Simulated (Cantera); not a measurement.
# CS2 + O2 (abatement and gas-phase synthesis)

Feed: 1 mol CS2, 0.38 mol O2, held at 0.0170 bar.

Method: chemical equilibrium by Gibbs-energy minimisation in Cantera with the NASA 1993 tables (ideal gas, pure condensed phases). Candidate condensed phases: C, S; 22 gas species. Rates play no part.

```tsv
T (°C)	x S2	x CO	x CS2	x CS	x S	x COS
1325	0.431	0.429	0.135	0.00143	0.000596	0.00289
1375	0.431	0.429	0.134	0.00236	0.000979	0.00237
1425	0.431	0.429	0.132	0.00375	0.00156	0.00197
1475	0.431	0.429	0.130	0.00577	0.00243	0.00165
1525	0.431	0.428	0.127	0.00860	0.00368	0.00140
1575	0.431	0.427	0.123	0.0124	0.00546	0.00119
1625	0.431	0.426	0.117	0.0173	0.00792	0.00103
1675	0.430	0.424	0.111	0.0234	0.0113	0.000889
1725	0.429	0.421	0.103	0.0305	0.0158	0.000774
1775	0.427	0.418	0.0938	0.0385	0.0217	0.000677
1825	0.424	0.415	0.0841	0.0471	0.0293	0.000595
1875	0.420	0.411	0.0740	0.0559	0.0390	0.000524
1925	0.413	0.407	0.0641	0.0644	0.0511	0.000463
1975	0.405	0.402	0.0546	0.0724	0.0659	0.000409
```
x: gas mole fraction; nothing condenses.

From 1325 °C to 1975 °C nothing is condensed. The main C-bearing gas is CO throughout.
